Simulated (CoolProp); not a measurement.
A single-stage vapour-compression cycle with R124: evaporating at 320.15 K (dew point), condensing at 365.15 K (bubble point), superheat 8 K, subcooling 0 K, compressor efficiency 0.6, no pressure losses. Each further row changes one setting.

Computed with CoolProp (reference Helmholtz-energy equation of state, de Vries 1995).

| case | cooling COP | pressure ratio | discharge temperature (K) | refrigerating effect (kJ/kg) | volumetric capacity (kJ/m³) |
|---|---|---|---|---|---|
| as stated | 2.88 | 2.83 | 379.7 | 81.6 | 3440 |
| evaporating temperature 325.15 K | 3.41 | 2.48 | 378.8 | 84.3 | 4050 |
| condensing temperature 360.15 K | 3.45 | 2.55 | 374.2 | 88.7 | 3740 |
| subcooling 5 K | 3.14 | 2.83 | 379.7 | 88.9 | 3750 |
| superheat 18 K | 3.00 | 2.83 | 389.4 | 90.4 | 3620 |
| compressor efficiency 0.5 | 2.40 | 2.83 | 384.8 | 81.6 | 3440 |
